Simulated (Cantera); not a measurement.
Input (Python, Cantera) and output of one run.

```python
import numpy as np
import cantera as ct

gas_names = """
    CL CL2 H HCL H2 Si SiCL SiCL2 SiCL3 SiCL4 SiH SiHCL3 SiH2 SiH2CL2 SiH3 SiH3CL SiH4 Si2 Si3
""".split()
cond_names = """
    Si(cr) Si(L)
""".split()


# ... load() reads the species with a 1 bar reference pressure and builds the phases ...
atoms = {
    'Si3H8': {'Si': 3, 'H': 8},
    'Cl2': {'CL': 2},
    'H2': {'H': 2},
}
top_T = {}  # K; cautious upper limits of use, not melting points


# ... equilibrate(T, P, feed) seeds the gas with the atoms and calls Mixture.equilibrate('TP', solver="vcs", rtol=1e-11, max_steps=5000) ...
results = []
T = 1298.15  # K
P = 1333.22  # Pa
for m in [3.5, 4.4, 5.5, 6.9, 8.7, 11, 14, 17, 22, 28, 35, 44, 56]:
    feed = {'Si3H8': 1, 'Cl2': 0.098, 'H2': m}  # mol
    mix = equilibrate(T, P, feed)
    results.append((T, P, feed, dict(zip(mix.species_names, mix.species_moles))))
    x = sorted(zip(gas.X, gas.species_names), reverse=True)
    print(f"T = {T:g} K  P = {P:g} Pa  n(H2) = {m:g} mol  gas = {mix.phase_moles(0):.4g} mol")
    print("   x: " + "  ".join(f"{s} {v:.3e}" for v, s in x if v > 0.0001))
    print("   condensed (mol): " + ("  ".join(f"{mix.phase(i).name} {mix.phase_moles(i):.4g}"
          for i in range(1, mix.n_phases) if mix.phase_moles(i) > 1e-12) or "none"))
```

It prints:

```
T = 1298.15 K  P = 1333.22 Pa  n(H2) = 3.5 mol  gas = 7.598 mol
   x: H2 9.757e-01  HCL 2.276e-02  SiCL2 1.413e-03
   condensed (mol): Si(cr) 2.989
T = 1298.15 K  P = 1333.22 Pa  n(H2) = 4.4 mol  gas = 8.498 mol
   x: H2 9.782e-01  HCL 2.060e-02  SiCL2 1.155e-03
   condensed (mol): Si(cr) 2.99
T = 1298.15 K  P = 1333.22 Pa  n(H2) = 5.5 mol  gas = 9.598 mol
   x: H2 9.806e-01  HCL 1.846e-02  SiCL2 9.250e-04
   condensed (mol): Si(cr) 2.991
T = 1298.15 K  P = 1333.22 Pa  n(H2) = 6.9 mol  gas = 11 mol
   x: H2 9.829e-01  HCL 1.631e-02  SiCL2 7.199e-04
   condensed (mol): Si(cr) 2.992
T = 1298.15 K  P = 1333.22 Pa  n(H2) = 8.7 mol  gas = 12.8 mol
   x: H2 9.853e-01  HCL 1.418e-02  SiCL2 5.431e-04
   condensed (mol): Si(cr) 2.993
T = 1298.15 K  P = 1333.22 Pa  n(H2) = 11 mol  gas = 15.1 mol
   x: H2 9.874e-01  HCL 1.215e-02  SiCL2 3.982e-04
   condensed (mol): Si(cr) 2.994
T = 1298.15 K  P = 1333.22 Pa  n(H2) = 14 mol  gas = 18.1 mol
   x: H2 9.895e-01  HCL 1.025e-02  SiCL2 2.824e-04
   condensed (mol): Si(cr) 2.995
T = 1298.15 K  P = 1333.22 Pa  n(H2) = 17 mol  gas = 21.1 mol
   x: H2 9.909e-01  HCL 8.857e-03  SiCL2 2.107e-04
   condensed (mol): Si(cr) 2.995
T = 1298.15 K  P = 1333.22 Pa  n(H2) = 22 mol  gas = 26.1 mol
   x: H2 9.926e-01  HCL 7.224e-03  SiCL2 1.399e-04
   condensed (mol): Si(cr) 2.996
T = 1298.15 K  P = 1333.22 Pa  n(H2) = 28 mol  gas = 32.1 mol
   x: H2 9.940e-01  HCL 5.915e-03
   condensed (mol): Si(cr) 2.997
T = 1298.15 K  P = 1333.22 Pa  n(H2) = 35 mol  gas = 39.1 mol
   x: H2 9.950e-01  HCL 4.883e-03
   condensed (mol): Si(cr) 2.997
T = 1298.15 K  P = 1333.22 Pa  n(H2) = 44 mol  gas = 48.1 mol
   x: H2 9.960e-01  HCL 3.989e-03
   condensed (mol): Si(cr) 2.998
T = 1298.15 K  P = 1333.22 Pa  n(H2) = 56 mol  gas = 60.1 mol
   x: H2 9.968e-01  HCL 3.206e-03
   condensed (mol): Si(cr) 2.998
```

Equilibrium computed with Cantera from the NASA thermochemical tables; the gas is ideal and each condensed phase is pure. The feed counts by its element totals alone. The tables' values for SiCl3 are old estimates; treat these amounts as uncertain.
